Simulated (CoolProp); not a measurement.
Vapour-liquid equilibrium of ethylene (1) + n-butane (2) at -12.35 °C; x and y are mole fractions of (1).

Values from CoolProp's multi-fluid Helmholtz-energy mixture model, Smukala 2000 and Bücker 2006; pair parameters Bell 2016.

Q: Give the bubble pressure and the first vapour's composition at x = 0.25, 0.45, 0.55. Is there an azeotrope?

A: x = 0.25: 694.8 kPa, y = 0.912; x = 0.45: 1150 kPa, y = 0.952; x = 0.55: 1414 kPa, y = 0.964. No azeotrope shows between x = 0.05 and 0.95.

The pair parameters rest on a limited set of measurements; away from them the model extrapolates. The gap from Raoult's law changes sign with composition, which may be real or a fault of the pair parameters; it wasn't checked against measurements.
